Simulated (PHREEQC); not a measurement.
Dissolve 0.03 mol/kgw NH4HF2 and 0.0056 mol/kgw (NH4)2SiF6 at 25 °C. Closed to the air; pH follows from the charge balance.

Model: ion-association model, phreeqc.dat, run in PHREEQC.

Each row changes one thing in this solution. No solid was allowed to form.

```csv
case,pH,ionic strength (mol/kgw),F- (mol/kgw),HF (mol/kgw),HF2- (mol/kgw),NH3 (mol/kgw),SI of Quartz (SiO2)
as made,3.11,0.0477,0.0281,0.0263,0.00283,2.41e-8,-6.49
temperature from 25 to 10 °C,3.01,0.0479,0.0286,0.0263,0.00250,6.23e-9,-7.36
temperature from 25 to 20 °C,3.08,0.0478,0.0283,0.0263,0.00273,1.55e-8,-6.78
(NH4)2SiF6 from 0.0056 to 0.0112 mol/kgw,3.10,0.0645,0.0281,0.0262,0.00283,2.89e-8,-6.21
diluted 10-fold with water,3.30,0.00522,0.00351,0.00244,3.29e-5,4.31e-9,?
NH4HF2 from 0.03 to 0.015 mol/kgw,3.15,0.0326,0.0150,0.0134,0.000774,1.73e-8,-4.76
temperature from 25 to 65 °C,3.43,0.0472,0.0273,0.0264,0.00316,5.84e-7,-4.25
NH4HF2 replaced by (CH3)4NF at the same molality,4.83,0.0467,?,0.000541,6.28e-5,?,+0.18
```

Fill in the missing entries.


- diluted 10-fold with water, SI of Quartz (SiO2): -1.46
- NH4HF2 replaced by (CH3)4NF at the same molality, F- (mol/kgw): 0.0303
- NH4HF2 replaced by (CH3)4NF at the same molality, NH3 (mol/kgw): 3.45e-7

Species that the database lacks are ignored. Some of these states are supersaturated (in Quartz (slow to form), for instance). (CH3)4N+ isn't in the database: it is added as a free cation with an ion size of 4 Å. Away from 25 °C the constants follow the database's enthalpies or fits; those with neither stay at their 25 °C values. SiF6-2 is the database's only silicon fluoride.
